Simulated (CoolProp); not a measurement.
n-pentane at 298.15 K and 0.00746 MPa flows at 3.5 m/s in a round tube of 4.6 mm bore and 15 µm roughness, fully developed (64/Re and Nu = 3.66 if laminar; Colebrook and Gnielinski if turbulent). Each further row changes one setting.

Computed with CoolProp (reference Helmholtz-energy equation of state, Thol 2019).

```tsv
case	Reynolds number	Darcy friction factor	pressure drop (Pa/m)	heat-transfer coefficient (W/(m² K))	mass flow (kg/h)
as stated	___	___	35.8	11.5	0.0456
velocity 7 m/s	1040	0.0618	___	11.5	0.0913
diameter 9.2 mm	1040	0.0618	8.96	___	0.183
```

### Question
Some entries are withheld; supply them.

### Answer

- as stated, Reynolds number: 518
- as stated, Darcy friction factor: 0.124
- velocity 7 m/s, pressure drop (Pa/m): 71.7
- diameter 9.2 mm, heat-transfer coefficient (W/(m² K)): 5.74

Viscosity comes from a separate model (Quiñones-Cisneros 2006), older than the equation that it now runs on, and unchecked against measurements. Thermal conductivity comes from a separate model (Vassiliou 2015).
